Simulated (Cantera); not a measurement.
## acetone + NH₃ (carbon deposition, reforming and gasification)

Charge: 1 mol acetone, 0.053 mol NH₃, equilibrated at 1000 Pa.

Method: chemical equilibrium by Gibbs-energy minimisation in Cantera with the NASA 1993 tables (ideal gas, pure condensed phases). Candidate condensed phases: C, C₆H₆, C₇H₈, C₈H₁₈, H₂O; 169 gas species. Ions and electrons are included (thermal ionisation). The feed counts by its element totals alone. Equilibrium is a limit: real reactors are often held back by kinetics, nucleation or transport.

From 2500 K to 3000 K the condensed part is C(graphite). From 3250 K to 5000 K nothing is condensed. The main C-bearing gas is CO at 2500 K and C at 5000 K.

```tsv
T (K)	log p H	log p H₂	log p CO	log p C	log p C₃	log p C₂	log p C₂H₂ (acetylene)	n C(graphite)
2500	-2.72	-2.24	-2.66	-6.78	-6.30	-7.34	-4.21	1.92
2750	-2.38	-2.43	-2.72	-5.42	-4.77	-5.79	-3.98	1.82
3000	-2.21	-2.81	-2.80	-4.30	-3.51	-4.50	-4.01	1.06
3250	-2.15	-3.32	-2.88	-3.60	-3.20	-3.92	-4.74	0
3500	-2.14	-3.83	-2.91	-3.14	-3.38	-3.72	-5.73	0
3750	-2.16	-4.31	-2.94	-2.85	-3.83	-3.73	-6.82	0
4000	-2.17	-4.74	-2.96	-2.72	-4.61	-4.01	-8.03	0
4250	-2.17	-5.11	-2.96	-2.68	-5.53	-4.41	-9.25	0
4500	-2.17	-5.43	-2.96	-2.67	-6.42	-4.80	-10.36	0
4750	-2.17	-5.71	-2.97	-2.66	-7.22	-5.17	-11.37	0
5000	-2.18	-5.97	-2.99	-2.66	-7.94	-5.49	-12.27	0
```
log p: log10 of the partial pressure in bar; n: condensed amount in mol.
